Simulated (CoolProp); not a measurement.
Carbon monoxide at 293.15 K and 8.12 MPa is throttled through a valve to 1.65 MPa with no heat exchange. Each further row changes one setting.

Model: reference Helmholtz-energy equation of state, Lemmon 2006, in CoolProp. It is a short technical equation, of lower accuracy than the large ones.

| case | temperature change (K) | final density (kg/m³) |
|---|---|---|
| as stated | -14.6 | (withheld) |
| outlet pressure 0.495 MPa | (withheld) | 6.08 |
| outlet pressure 2.15 MPa | (withheld) | 26.2 |

What belongs in the gaps?


- as stated, final density (kg/m³): 20.1
- outlet pressure 0.495 MPa, temperature change (K): -17.9
- outlet pressure 2.15 MPa, temperature change (K): -13.3
